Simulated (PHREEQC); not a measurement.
1.9 g of hydrous ferric oxide (600 m²/g; 0.2 weak and 0.005 strong sites per Fe, Dzombak-Morel constants, diffuse double layer) in 1 kg of water with 0.3 mol/kgw of an inert sodium salt and 0.00036 mol Na2SeO3, at 25 °C; the pH is set by adding NaOH or the inert anion's acid. No oxygen is let in. No CO2 enters from the air. No solid was allowed to form.

The numbers come from PHREEQC with the ion-association model, wateq4f.dat.

```json
[
 {"pH": "3", "Se sorbed (%)": "93.8", "surface charge σ (C/m²)": "0.312", "surface potential ψ (mV)": "117"},
 {"pH": "3.75", "Se sorbed (%)": "99.0", "surface charge σ (C/m²)": "0.301", "surface potential ψ (mV)": "115"},
 {"pH": "4.5", "Se sorbed (%)": "99.7", "surface charge σ (C/m²)": "?", "surface potential ψ (mV)": "?"},
 {"pH": "5.25", "Se sorbed (%)": "99.8", "surface charge σ (C/m²)": "0.207", "surface potential ψ (mV)": "97"},
 {"pH": "6", "Se sorbed (%)": "99.8", "surface charge σ (C/m²)": "0.130", "surface potential ψ (mV)": "74"},
 {"pH": "6.75", "Se sorbed (%)": "99.7", "surface charge σ (C/m²)": "?", "surface potential ψ (mV)": "46"},
 {"pH": "7.5", "Se sorbed (%)": "?", "surface charge σ (C/m²)": "0.019", "surface potential ψ (mV)": "15"},
 {"pH": "8.25", "Se sorbed (%)": "?", "surface charge σ (C/m²)": "?", "surface potential ψ (mV)": "?"},
 {"pH": "9", "Se sorbed (%)": "79.5", "surface charge σ (C/m²)": "-0.065", "surface potential ψ (mV)": "-46"}
]
```

Question: Complete the blanks.

Answer: 
- 4.5, surface charge σ (C/m²): 0.272
- 4.5, surface potential ψ (mV): 110
- 6.75, surface charge σ (C/m²): 0.066
- 7.5, Se sorbed (%): 99.2
- 8.25, Se sorbed (%): 96.3
- 8.25, surface charge σ (C/m²): -0.022
- 8.25, surface potential ψ (mV): -17

The database's selenite sorption wasn't checked against measurements; a fall in acid may be a fault of its surface constants. The oxide is taken as insoluble; below pH 4 it would dissolve.
